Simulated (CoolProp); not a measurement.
A single-stage vapour-compression cycle with benzene: evaporating at 301.15 K (dew point), condensing at 325.15 K (bubble point), superheat 8 K, subcooling 2 K, compressor efficiency 0.75, no pressure losses. Each further row changes one setting.

The numbers come from the reference Helmholtz-energy equation of state, Thol 2012 in CoolProp.

| case | cooling COP | pressure ratio | discharge temperature (K) | refrigerating effect (kJ/kg) | volumetric capacity (kJ/m³) |
|---|---|---|---|---|---|
| as stated | 8.93 | 2.68 | 348.3 | 401 | 179 |
| evaporating temperature 306.15 K | 11.6 | 2.15 | 344.6 | 406 | 223 |
| condensing temperature 320.15 K | 11.4 | 2.22 | 340.8 | 410 | 183 |
| subcooling 7 K | 9.13 | 2.68 | 348.3 | 410 | 183 |
| superheat 18 K | 8.89 | 2.68 | 358.1 | 412 | 178 |
| compressor efficiency 0.65 | 7.74 | 2.68 | 353.7 | 401 | 179 |
